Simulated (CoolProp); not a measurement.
The numbers come from the reference Helmholtz-energy equation of state, Bücker 2006 in CoolProp.

Give the vapour pressure (MPa), enthalpy of vaporisation (kJ/kg), liquid cp (kJ/(kg K)), liquid viscosity (µPa s) of saturated n-butane at -24.85, 88.35 °C.


| T (°C) | p (MPa) | enthalpy of vaporisation (kJ/kg) | liquid cp (kJ/(kg K)) | liquid viscosity (µPa s) |
|---|---|---|---|---|
| -24.85 | 0.0362 | 406 | 2.21 | 264 |
| 88.35 | 1.21 | 279 | 2.94 | 87.2 |

Viscosity comes from a separate model (Vogel 1999).
